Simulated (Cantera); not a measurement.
A freely propagating, adiabatic, planar premixed flame of CH₄ : H₂ : O₂ : N₂ = 1 : 0.056 : 2.7 : 10.2 (molar parts), unburnt at 623 K and 101000 Pa; mixture-averaged transport, grid criteria slope 0.08 and curve 0.16, no radiation.

Detailed kinetics in Cantera: GRI-Mech 3.0 (53 species, 325 reactions). Burning velocities carry a grid error of a few per cent, more on coarse grids.

x: mole fraction of selected species; z is measured from the peak of heat release.

```tsv
z (mm)	T (K)	u (m/s)	x CH₄	x H₂	x O₂	x HCN	x H	x C₂H₄
-1.10	623	1.11	0.0716	0.00444	0.193	<1e-8	<1e-8	1.73e-8
-0.734	626	1.12	0.0714	0.00518	0.193	<1e-8	<1e-8	2.46e-7
-0.551	633	1.13	0.0708	0.00604	0.192	<1e-8	<1e-8	1.18e-6
-0.367	677	1.21	0.0679	0.00770	0.189	<1e-8	6.07e-7	1.02e-5
-0.184	966	1.74	0.0501	0.0106	0.165	___	8.35e-5	0.000116
-0.0918	1306	2.38	0.0284	0.0120	0.132	___	0.000557	0.000243
0	1646	3.01	0.00719	0.0113	0.0925	___	0.00221	0.000141
0.0918	1791	3.27	0.000589	0.00785	0.0692	___	0.00394	7.55e-6
0.184	1841	3.35	2.64e-5	0.00607	0.0610	___	0.00453	1.20e-7
0.367	1903	3.45	7.98e-8	0.00535	0.0559	___	0.00414	<1e-8
0.734	1979	3.56	<1e-8	0.00436	0.0527	<1e-8	0.00276	<1e-8
1.47	2053	3.68	<1e-8	0.00286	0.0507	<1e-8	0.00132	<1e-8
2.94	2108	3.77	<1e-8	0.00158	0.0493	<1e-8	0.000504	<1e-8
```

Problem. Fill in the missing entries.

Solution. 
- -0.184, x HCN: 1.12e-7
- -0.0918, x HCN: 3.12e-7
- 0, x HCN: 6.47e-7
- 0.0918, x HCN: 5.18e-7
- 0.184, x HCN: 1.89e-7
- 0.367, x HCN: 1.93e-8
